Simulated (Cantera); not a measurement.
Charge: 1 mol Fe2O3, 0.67 mol H2S, 0.041 mol O2, equilibrated at 1948 K and 0.210 bar.

Cantera equilibrium calculation (NASA polynomials, part measured and part estimated; ideal gas, pure solids and liquids). Candidate condensed phases: Fe, FeO, Fe(OH)2, Fe(OH)3, FeS, FeSO4, FeS2, Fe2O3, Fe2(SO4)3, Fe3O4, H2O, H2SO4, S; 22 gas species. The tables' stoichiometric FeO is somewhat more stable than real wüstite, so its field is too wide. FeO: taken at fixed stoichiometry. Kinetics and transport are ignored.

Base state: H2O 0.426, SO2 0.236, S2 0.138, H2 0.133, SO 0.0351, H2S 0.0155, SH 0.00862, S2O 0.00345 (mole fractions); condensed: FeO(l).

Q: What changes in the equilibrium state with this change: Fe2O3 replaced by FeS?

A: 
```json
[
 {"species": "H2", "before": "0.133", "after": "0.513"},
 {"species": "S2", "before": "0.138", "after": "0.288"},
 {"species": "H2S", "before": "0.0155", "after": "0.0861"},
 {"species": "H2O", "before": "0.426", "after": "0.0803"},
 {"species": "SO2", "before": "0.236", "after": "0.000818"},
 {"species": "SO", "before": "0.0351", "after": "0.00248"},
 {"species": "SH", "before": "0.00862", "after": "0.0244"},
 {"species": "Fe", "before": "0.000139", "after": "0.000162"},
 {"species": "Fe(OH)2", "before": "0.000132", "after": "1.42e-6"},
 {"species": "OH", "before": "0.000260", "after": "2.50e-5"},
 {"species": "S2O", "before": "0.00345", "after": "0.000352"},
 {"species": "H", "before": "0.000901", "after": "0.00177"},
 {"species": "FeO(l), mol", "before": "2.00", "after": "0"},
 {"species": "FeS(l), mol", "before": "0", "after": "1.000"}
]
```
FeS: taken at fixed stoichiometry.
